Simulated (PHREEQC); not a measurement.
A solution holds 0.0052 mol NH3 and 0.048 mol K2SO4 per kg of water, at 25 °C. Closed to the air; pH follows from the charge balance.

Model: ion-association model, phreeqc.dat, run in PHREEQC.

No solid was allowed to form.

Q: Order these S species by the share of S that they hold, largest first: NH4SO4-, SO4-2, KSO4-.

A: SO4-2 (83 %), KSO4- (17 %), NH4SO4- (0.13 %)

The pH is 10.51 and the ionic strength 0.128 mol/kgw. Complexes and solids missing from the database can't appear.
